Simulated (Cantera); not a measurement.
**Equilibrium for carbothermic reduction: CuO + CH4 + CO**

Feed: 1 mol CuO, 0.39 mol CH4, 1 mol CO, at 12.0 mbar.

Equilibrium computed with Cantera from the NASA thermochemical tables; the gas is ideal and each condensed phase is pure. Candidate condensed phases: C, C6H6, C7H8, C8H18, Cu, CuO, Cu(OH)2, Cu2O, H2O; 113 gas species. Kinetics and transport are ignored.

From 1975 °C to 2275 °C nothing is condensed. The main Cu-bearing gas is Cu throughout.

| T (°C) | x CO | x Cu | x H2O | x H2 | x H | x CO2 | x OH | x O |
|---|---|---|---|---|---|---|---|---|
| 1975 | 0.364 | 0.311 | 0.117 | 0.113 | 0.0226 | 0.0689 | 0.00348 | 0.000479 |
| 2025 | 0.363 | 0.309 | 0.115 | 0.110 | 0.0290 | 0.0677 | 0.00486 | 0.000876 |
| 2075 | 0.362 | 0.308 | 0.112 | 0.106 | 0.0368 | 0.0662 | 0.00665 | 0.00155 |
| 2125 | 0.361 | 0.305 | 0.108 | 0.103 | 0.0461 | 0.0643 | 0.00890 | 0.00267 |
| 2175 | 0.359 | 0.302 | 0.103 | 0.0988 | 0.0571 | 0.0618 | 0.0116 | 0.00445 |
| 2225 | 0.357 | 0.299 | 0.0960 | 0.0948 | 0.0700 | 0.0584 | 0.0147 | 0.00714 |
| 2275 | 0.355 | 0.294 | 0.0876 | 0.0906 | 0.0850 | 0.0542 | 0.0180 | 0.0110 |
x: gas mole fraction; nothing condenses.
